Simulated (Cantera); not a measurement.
Ignition delay

Mixture: CH4 : O2 : N2 = 1 : 4 : 20 (molar parts), at 3750 Torr, adiabatic and at constant pressure. Ignition delay is the time to a rise of 400 K.

Computed with Cantera and GRI-Mech 3.0 (53 species, 325 reactions).

```json
[
 {"T0 (K)": "1125", "delay (ms)": "25.3"},
 {"T0 (K)": "1200", "delay (ms)": "9.25"},
 {"T0 (K)": "1275", "delay (ms)": "3.65"},
 {"T0 (K)": "1350", "delay (ms)": "1.54"},
 {"T0 (K)": "1425", "delay (ms)": "0.689"},
 {"T0 (K)": "1500", "delay (ms)": "0.328"},
 {"T0 (K)": "1575", "delay (ms)": "0.167"},
 {"T0 (K)": "1650", "delay (ms)": "0.0903"},
 {"T0 (K)": "1725", "delay (ms)": "0.0521"},
 {"T0 (K)": "1800", "delay (ms)": "0.0319"}
]
```

apparent activation energy between 1650 and 1800 K: 170 kJ/mol
